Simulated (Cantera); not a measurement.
What does this Cantera script print?

```python
import numpy as np
import cantera as ct

gas_names = """
    C CO CO2 C2 C2O C3 C3O2 C4 C5 O O2 O3 Ta TaO TaO2
""".split()
cond_names = """
    C(gr) Ta(cr) Ta(L) TaC(s) TaC(L) Ta2O5(s) Ta2O5(L)
""".split()


# ... load() reads the species with a 1 bar reference pressure and builds the phases ...
atoms = {
    'Ta2O5': {'Ta': 2, 'O': 5},
    'CO': {'C': 1, 'O': 1},
}
top_T = {'C(gr)': 4500}  # K; cautious upper limits of use, not melting points


# ... equilibrate(T, P, feed) seeds the gas with the atoms and calls Mixture.equilibrate('TP', solver="vcs", rtol=1e-11, max_steps=5000) ...
results = []
feed = {'Ta2O5': 1, 'CO': 2.2}  # mol
P = 150  # Pa
for T in [900, 950, 1000, 1050, 1100, 1150, 1200, 1250, 1300, 1350, 1400, 1450, 1500]:
    mix = equilibrate(T, P, feed)
    results.append((T, P, feed, dict(zip(mix.species_names, mix.species_moles))))
    x = sorted(zip(gas.X, gas.species_names), reverse=True)
    print(f"T = {T:g} K  P = {P:g} Pa  gas = {mix.phase_moles(0):.4g} mol")
    print("   x: " + "  ".join(f"{s} {v:.3e}" for v, s in x if v > 1e-06))
    print("   condensed (mol): " + ("  ".join(f"{mix.phase(i).name} {mix.phase_moles(i):.4g}"
          for i in range(1, mix.n_phases) if mix.phase_moles(i) > 1e-12) or "none"))
```

It prints:

```
T = 900 K  P = 150 Pa  gas = 2.182 mol
   x: CO 9.918e-01  CO2 8.238e-03
   condensed (mol): C(gr) 0.01798  Ta2O5(s) 1
T = 950 K  P = 150 Pa  gas = 2.195 mol
   x: CO 9.975e-01  CO2 2.497e-03
   condensed (mol): C(gr) 0.005481  Ta2O5(s) 1
T = 1000 K  P = 150 Pa  gas = 2.198 mol
   x: CO 9.992e-01  CO2 8.495e-04
   condensed (mol): C(gr) 0.001867  Ta2O5(s) 1
T = 1050 K  P = 150 Pa  gas = 2.2 mol
   x: CO 9.997e-01  CO2 3.454e-04
   condensed (mol): TaC(s) 0.0002171  Ta2O5(s) 0.9999
T = 1100 K  P = 150 Pa  gas = 2.2 mol
   x: CO 9.997e-01  CO2 3.418e-04
   condensed (mol): TaC(s) 0.0002148  Ta2O5(s) 0.9999
T = 1150 K  P = 150 Pa  gas = 2.2 mol
   x: CO 9.997e-01  CO2 3.387e-04
   condensed (mol): TaC(s) 0.0002129  Ta2O5(s) 0.9999
T = 1200 K  P = 150 Pa  gas = 2.2 mol
   x: CO 9.997e-01  CO2 3.358e-04
   condensed (mol): TaC(s) 0.0002111  Ta2O5(s) 0.9999
T = 1250 K  P = 150 Pa  gas = 2.2 mol
   x: CO 9.997e-01  CO2 3.333e-04
   condensed (mol): TaC(s) 0.0002095  Ta2O5(s) 0.9999
T = 1300 K  P = 150 Pa  gas = 2.2 mol
   x: CO 9.997e-01  CO2 3.310e-04
   condensed (mol): TaC(s) 0.000208  Ta2O5(s) 0.9999
T = 1350 K  P = 150 Pa  gas = 2.2 mol
   x: CO 9.997e-01  CO2 3.289e-04
   condensed (mol): TaC(s) 0.0002067  Ta2O5(s) 0.9999
T = 1400 K  P = 150 Pa  gas = 2.2 mol
   x: CO 9.997e-01  CO2 3.271e-04
   condensed (mol): TaC(s) 0.0002056  Ta2O5(s) 0.9999
T = 1450 K  P = 150 Pa  gas = 2.2 mol
   x: CO 9.997e-01  CO2 3.254e-04
   condensed (mol): TaC(s) 0.0002045  Ta2O5(s) 0.9999
T = 1500 K  P = 150 Pa  gas = 2.2 mol
   x: CO 9.997e-01  CO2 3.239e-04
   condensed (mol): TaC(s) 0.0002036  Ta2O5(s) 0.9999
```

Method: chemical equilibrium by Gibbs-energy minimisation in Cantera with the NASA 1993 tables (ideal gas, pure condensed phases). Mutual solubility and eutectic melting of coexisting phases are not modelled. TaC: taken at fixed stoichiometry. Condensed phases not in the tables: Ta2C.
